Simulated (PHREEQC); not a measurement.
A PHREEQC speciation (ion-association model, phreeqc.dat) at 50 °C gives pH 4.38 and these molalities:

```csv
species,mol/kgw
Cl-,0.0382
Cu+2,0.0154
Fe+2,0.00348
CuCl+,0.00214
SO4-2,0.00205
CuSO4,0.00135
PbCl+,0.000771
Pb+2,0.000712
FeSO4,0.000345
PbSO4,0.000136
FeCl+,7.92e-5
H+,4.98e-5
CuCl2,3.47e-5
Cu2(OH)2+2,2.77e-5
PbCl2,1.88e-5
HSO4-,7.83e-6
CuOH+,2.04e-6
Pb(SO4)2-2,1.52e-6
PbCl3-,6.61e-7
PbOH+,1.69e-7
```

### Question
What are the element totals, and what could have been dissolved in 1 kg of water to give them?

### Answer
Several could match; the one computed here: totals Cl 0.0413, Cu(2) 0.0190, Fe(2) 0.00390, Pb 0.00164, S(6) 0.00390 mol/kgw, from 0.0039 mol/kgw FeSO4, 0.00164 mol/kgw PbCl2 and 0.019 mol/kgw CuCl2.

No solid was allowed to form. The solution is supersaturated, for example in Anglesite, so a real one may precipitate; this is no full list. Constants without temperature data keep their 25 °C values here.
